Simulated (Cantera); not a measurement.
Low-pressure radical oxidation in H2/O2

An isothermal, constant-pressure homogeneous reactor starts with 27.3 % H₂, 64.9 % O₂, 7.79 % H₂O, equivalence ratio 0.21, at 1125 K and 4.50 Torr.

Model: GRI-Mech 3.0 (53 species, 325 reactions), integrated in Cantera. Radical loss at walls, strong at low pressure, is not modelled. The temperature is held fixed by assumption; the heat of reaction is taken as removed at once.

| t (s) | x H₂ | x O₂ | x HO₂ | x H₂O | x H | x O | x OH |
|---|---|---|---|---|---|---|---|
| 6.00e-5 | 0.273 | 0.649 | 9.67e-10 | 0.0779 | 9.13e-10 | 1.16e-10 | 8.86e-11 |
| 0.000258 | 0.273 | 0.649 | 4.17e-9 | 0.0779 | 5.40e-9 | 1.76e-9 | 9.75e-10 |
| 0.00111 | 0.273 | 0.649 | 1.97e-8 | 0.0779 | 4.19e-7 | 1.69e-7 | 8.66e-8 |
| 0.00477 | 0.0326 | 0.531 | 5.54e-6 | 0.256 | 0.116 | 0.0537 | 0.0109 |
| 0.0205 | 0.0139 | 0.548 | 6.50e-6 | 0.325 | 0.0634 | 0.0416 | 0.00836 |
| 0.0881 | 0.00238 | 0.587 | 6.07e-6 | 0.397 | 0.00372 | 0.00627 | 0.00350 |
| 0.379 | 8.43e-5 | 0.594 | 1.14e-6 | 0.405 | 2.43e-5 | 0.000221 | 0.000657 |
| 1.63 | 6.20e-6 | 0.594 | 1.23e-7 | 0.406 | 5.10e-7 | 1.68e-5 | 0.000182 |
| 7.00 | 8.66e-7 | 0.594 | 2.02e-8 | 0.406 | 2.75e-8 | 2.40e-6 | 6.86e-5 |
x: mole fraction; the columns are a selection and need not sum to one.

Equilibrium at this temperature and pressure: H₂ 1.65e-8, O₂ 0.594, HO₂ 6.74e-9, H₂O 0.406, H 7.42e-11, O 4.62e-8, OH 9.51e-6 (gas phase only).
